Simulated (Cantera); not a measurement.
Mixture: CH₄ : O₂ : N₂ = 1 : 2.38 : 8.95 (molar parts), equivalence ratio 0.84, at 1.30 bar, adiabatic and at constant pressure. Ignition delay is the time to a rise of 400 K.

Model: GRI-Mech 3.0 (53 species, 325 reactions), integrated in Cantera.

Question: What does this change do: pressure from 1.30 bar to 5.00 bar?

Answer: 
```json
[
 {"quantity": "delay at 1175 K", "before": "47.7 ms", "after": "12.7 ms"},
 {"quantity": "delay at 1275 K", "before": "12.0 ms", "after": "3.60 ms"},
 {"quantity": "delay at 1375 K", "before": "3.48 ms", "after": "1.14 ms"},
 {"quantity": "delay at 1475 K", "before": "1.16 ms", "after": "0.401 ms"},
 {"quantity": "apparent activation energy between 1425 and 1525 K", "before": "190 kJ/mol", "after": "180 kJ/mol"}
]
```
